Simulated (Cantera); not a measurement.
Input (Python, Cantera) and output of one run.

```python
import numpy as np
import cantera as ct

gas_names = """
    H HNO HNO2 HNO3 HO2 H2 H2O H2O2 N NH NH2 NH3 NH2OH NO NO2 NO3 N2 N2H2 N2H4 N2O O OH O2 O3 Si SiH
    SiH2 SiH3 SiH4 SiN SiO SiO2 Si2 Si2N Si3
""".split()
cond_names = """
    H2O(s) H2O(L) Si(cr) Si(L) SiO2(Lqz) SiO2(hqz) SiO2(L) Si2N2O(s) Si3N4(a)
""".split()


# ... load() reads the species with a 1 bar reference pressure and builds the phases ...
atoms = {
    'Si3N4': {'Si': 3, 'N': 4},
    'H2O': {'H': 2, 'O': 1},
    'H2': {'H': 2},
}
top_T = {'Si2N2O(s)': 2100, 'Si3N4(a)': 2400}  # K; cautious upper limits of use, not melting points


# ... equilibrate(T, P, feed) seeds the gas with the atoms and calls Mixture.equilibrate('TP', solver="vcs", rtol=1e-11, max_steps=5000) ...
results = []
feed = {'Si3N4': 1, 'H2O': 5.9, 'H2': 7.1}  # mol
T = 950  # K
P = 1333.22  # Pa
mix = equilibrate(T, P, feed)
results.append((T, P, feed, dict(zip(mix.species_names, mix.species_moles))))
x = sorted(zip(gas.X, gas.species_names), reverse=True)
print(f"T = {T:g} K  P = {P:g} Pa  gas = {mix.phase_moles(0):.4g} mol")
print("   x: " + "  ".join(f"{s} {v:.3e}" for v, s in x if v > 1e-06))
print("   condensed (mol): " + ("  ".join(f"{mix.phase(i).name} {mix.phase_moles(i):.4g}"
      for i in range(1, mix.n_phases) if mix.phase_moles(i) > 1e-12) or "none"))
```

It prints:

```
T = 950 K  P = 1333.22 Pa  gas = 14.97 mol
   x: H2 8.686e-01  N2 1.314e-01  H2O 1.200e-05  NH3 3.226e-06
   condensed (mol): SiO2(hqz) 2.933  Si2N2O(s) 0.03339
```

Method: chemical equilibrium by Gibbs-energy minimisation in Cantera with the NASA 1993 tables (ideal gas, pure condensed phases).
